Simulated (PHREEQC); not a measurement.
Solution A (1.2 mmol/kgw CdCl2, 2.2 mmol/kgw KCl and 0.16 mmol/kgw FeSO4) is mixed with solution B (0.12 mol/kgw FeCl2) at 37 °C; shares are by mass of water, 1 kg in all. No oxygen is let in. No CO2 enters from the air. The run lets Cd(OH)2, CdOHCl, Melanterite precipitate or redissolve, and no other solid.

Model: ion-association model, wateq4f.dat, run in PHREEQC.

```json
[
 {"share of solution B": "0", "pH": "6.22", "SO4-2 (mol/kgw)": "0.000136", "Cd+2 (mol/kgw)": "0.000899", "CdCl+ (mol/kgw)": "0.000276", "FeSO4 (mol/kgw)": "2.46e-6"},
 {"share of solution B": "0.1", "pH": "5.66", "SO4-2 (mol/kgw)": "8.62e-5", "Cd+2 (mol/kgw)": "0.000452", "CdCl+ (mol/kgw)": "0.000578", "FeSO4 (mol/kgw)": "5.43e-5"},
 {"share of solution B": "0.2", "pH": "___", "SO4-2 (mol/kgw)": "6.77e-5", "Cd+2 (mol/kgw)": "0.000297", "CdCl+ (mol/kgw)": "0.000581", "FeSO4 (mol/kgw)": "___"},
 {"share of solution B": "0.3", "pH": "5.48", "SO4-2 (mol/kgw)": "5.51e-5", "Cd+2 (mol/kgw)": "___", "CdCl+ (mol/kgw)": "0.000529", "FeSO4 (mol/kgw)": "5.61e-5"},
 {"share of solution B": "0.4", "pH": "___", "SO4-2 (mol/kgw)": "4.51e-5", "Cd+2 (mol/kgw)": "0.000151", "CdCl+ (mol/kgw)": "0.000459", "FeSO4 (mol/kgw)": "___"},
 {"share of solution B": "0.5", "pH": "5.41", "SO4-2 (mol/kgw)": "3.63e-5", "Cd+2 (mol/kgw)": "0.000108", "CdCl+ (mol/kgw)": "0.000381", "FeSO4 (mol/kgw)": "4.35e-5"},
 {"share of solution B": "0.6", "pH": "5.38", "SO4-2 (mol/kgw)": "2.82e-5", "Cd+2 (mol/kgw)": "7.57e-5", "CdCl+ (mol/kgw)": "0.000302", "FeSO4 (mol/kgw)": "3.56e-5"},
 {"share of solution B": "0.7", "pH": "5.36", "SO4-2 (mol/kgw)": "2.07e-5", "Cd+2 (mol/kgw)": "___", "CdCl+ (mol/kgw)": "___", "FeSO4 (mol/kgw)": "2.72e-5"},
 {"share of solution B": "0.8", "pH": "5.34", "SO4-2 (mol/kgw)": "1.36e-5", "Cd+2 (mol/kgw)": "2.99e-5", "CdCl+ (mol/kgw)": "0.000147", "FeSO4 (mol/kgw)": "1.84e-5"},
 {"share of solution B": "0.9", "pH": "5.32", "SO4-2 (mol/kgw)": "6.68e-6", "Cd+2 (mol/kgw)": "1.34e-5", "CdCl+ (mol/kgw)": "7.21e-5", "FeSO4 (mol/kgw)": "___"},
 {"share of solution B": "1", "pH": "5.30", "SO4-2 (mol/kgw)": "0", "Cd+2 (mol/kgw)": "0", "CdCl+ (mol/kgw)": "0", "FeSO4 (mol/kgw)": "0"}
]
```

Problem. Fill in the missing entries.

Solution. 
- 0.2, pH: 5.55
- 0.2, FeSO4 (mol/kgw): 5.89e-5
- 0.3, Cd+2 (mol/kgw): 0.000210
- 0.4, pH: 5.44
- 0.4, FeSO4 (mol/kgw): 5.05e-5
- 0.7, Cd+2 (mol/kgw): 5.02e-5
- 0.7, CdCl+ (mol/kgw): 0.000224
- 0.9, FeSO4 (mol/kgw): 9.31e-6

Constants without temperature data keep their 25 °C values here.
